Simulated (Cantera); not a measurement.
A diamond (100) surface in a fixed gas of H2 with x(CH4) = 0.0042, x(CH3) = 0.00016, at 1073 K, 0.240 bar; coverages are run to steady state.

Computed with Cantera and the Harris–Goodwin 1993 mechanism for the reconstructed diamond (100) surface.

θ: site fractions in the mechanism's names (c6HH fully hydrogenated, c6H* and c6*H radical sites, c6** diradical, c6HM methylated).

```csv
x(H),growth (µm/h),θ c6HH,θ c6H*,θ c6*H,θ c6**,θ c6HM
0.0001,[?],0.508,0.0179,0.302,0.00404,0.113
0.00021,[?],0.489,0.0198,0.335,0.00674,0.101
0.00045,[?],0.492,0.0216,0.364,0.00973,0.0756
0.00097,[?],0.505,0.0231,0.389,0.0123,0.0477
0.0021,[?],0.517,0.0241,0.406,0.0140,0.0263
0.0044,25.5,0.524,0.0248,0.416,0.0150,0.0137
0.0093,26.7,0.528,0.0254,0.421,0.0155,0.00679
0.02,27.4,0.531,0.0261,0.423,0.0159,0.00324
0.042,27.9,0.531,0.0273,0.423,0.0162,0.00157
```

Question: Complete the blanks.

Answer: 
- 0.0001, growth (µm/h): 4.84
- 0.00021, growth (µm/h): 9.04
- 0.00045, growth (µm/h): 14.5
- 0.00097, growth (µm/h): 19.6
- 0.0021, growth (µm/h): 23.4
